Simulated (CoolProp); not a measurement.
Vapour-liquid equilibrium of R22 (1) + benzene (2) at 309.3 K; x and y are mole fractions of (1).

The numbers come from the multi-fluid Helmholtz-energy mixture model, Kamei 1995 and Thol 2012; pair parameters Bell 2016 in CoolProp.

```csv
x,"bubble pressure, mixture model (MPa)","bubble pressure, Raoult's law (MPa)","y, mixture model","y, Raoult's law"
0.05,0.1007,0.08946,0.797,0.779
0.15,[?],0.2268,0.918,0.922
0.25,[?],0.3642,0.948,0.957
0.35,[?],0.5016,0.964,0.973
0.45,0.5980,0.6389,0.973,0.982
0.55,[?],0.7763,0.981,0.988
0.65,[?],0.9137,0.986,0.992
0.75,0.9980,1.051,0.991,0.995
0.85,1.148,1.188,0.995,0.997
0.95,1.308,1.326,0.998,0.999
```

Q: Complete the blanks.

A: 
- 0.15, bubble pressure, mixture model (MPa): 0.2386
- 0.25, bubble pressure, mixture model (MPa): 0.3610
- 0.35, bubble pressure, mixture model (MPa): 0.4785
- 0.55, bubble pressure, mixture model (MPa): 0.7234
- 0.65, bubble pressure, mixture model (MPa): 0.8566

The largest gap from Raoult's law is +12.6 % in bubble pressure, at x = 0.05. No azeotrope shows between x = 0.05 and 0.95.

The pair parameters rest on a limited set of measurements; away from them the model extrapolates. The gap from Raoult's law changes sign with composition, which may be real or a fault of the pair parameters; it wasn't checked against measurements.
